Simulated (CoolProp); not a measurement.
A single-stage vapour-compression cycle with n-butane: evaporating at 241.15 K (dew point), condensing at 283.15 K (bubble point), superheat 5 K, subcooling 2 K, compressor efficiency 0.65, no pressure losses. Each further row changes one setting.

Values from CoolProp's reference Helmholtz-energy equation of state, Bücker 2006.

```tsv
case	cooling COP	pressure ratio	discharge temperature (K)	refrigerating effect (kJ/kg)	volumetric capacity (kJ/m³)
as stated	3.26	5.81	311.2	329	242
evaporating temperature 246.15 K	3.85	4.55	307.6	336	311
condensing temperature 278.15 K	3.78	4.87	304.6	341	251
subcooling 7 K	3.37	5.81	311.2	341	251
superheat 15 K	3.27	5.81	321.9	344	243
compressor efficiency 0.55	2.76	5.81	321.3	329	242
```
